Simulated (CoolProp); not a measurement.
Vapour-liquid equilibrium of CHF3 (R23) (1) + R134a (2) at 181.4 K; x and y are mole fractions of (1).

Model: multi-fluid Helmholtz-energy mixture model, Penoncello 2003 and Tillner-Roth 1994; pair parameters Bell 2016, in CoolProp.

```csv
x,"bubble pressure, mixture model (kPa)","bubble pressure, Raoult's law (kPa)","y, mixture model","y, Raoult's law"
0.05,3.938,4.013,___,0.694
0.15,9.155,9.457,0.879,0.884
0.25,14.35,14.90,0.931,0.935
0.35,19.60,20.35,___,0.959
0.45,24.95,25.79,___,0.972
0.55,30.41,31.23,0.980,0.981
0.65,35.96,36.68,___,0.988
0.75,41.59,42.12,0.992,0.992
0.85,47.26,47.57,0.996,0.996
0.95,52.92,53.01,0.999,0.999
```

Question: Some entries are withheld; supply them.

Answer: 
- 0.05, y, mixture model: 0.687
- 0.35, y, mixture model: 0.956
- 0.45, y, mixture model: 0.971
- 0.65, y, mixture model: 0.987

The largest gap from Raoult's law is -3.7 % in bubble pressure, at x = 0.25. No azeotrope shows between x = 0.05 and 0.95.

Pair parameters are fitted to limited data, so mixtures are less certain than the pure fluids.
